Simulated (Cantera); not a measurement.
A jet of CH4 : O2 : N2 = 0.021 : 0.11 : 0.79 (molar parts) at 300 K and 0.0390 bar hits a platinum plate 4.4 cm away at a mass flux of 0.16 kg/m²/s; the plate temperature is set and raised in steps from an oxygen-covered start.

Cantera simulation using Deutschmann's 1995 Pt surface mechanism with GRI-Mech 3.0 gas chemistry; the numbers are that mechanism's predictions, not measurements. Catalytic surfaces can have several steady states; this one follows from the mechanism file's or the stated starting coverage.

One state of this run: wall x CH4 = 0.0146; wall x O2 = 0.102; wall x H2O = 0.0152; wall x OH = 2.31e-7; wall x CO = 1.17e-5; wall x CO2 = 0.00999; θ free Pt = 0.390; θ O* = 0.610. x: mole fraction at the wall; θ: surface coverage.

Question: Which value of plate T (K) does it belong to?
(A) 1100
(B) 1150
(C) 1200
(D) 1000

Answer: D, 1000
